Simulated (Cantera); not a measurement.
A closed system holds: 1 mol Si, 1.9 mol NF3, held at 798 K and 0.000130 bar.

These are equilibrium values from Cantera (NASA tables, ideal gas, pure condensed phases), not measurements of a reactor. Candidate condensed phases: Si, Si3N4; 16 gas species. Equilibrium is a limit: real reactors are often held back by kinetics, nucleation or transport.

Base state: SiF4 0.311, N2 0.295, F 0.259, F2 0.134, NF3 7.42e-5 (mole fractions); condensed: gas only.

Task: What changes in the equilibrium state with this change: pressure from 0.000130 bar to 0.00640 bar?

Result: 
```
species   before   after
-------  -------  ------
SiF4       0.311   0.352
N2         0.295   0.329
F2         0.134   0.258
F          0.259  0.0512
NF3      7.42e-5  0.0102
```
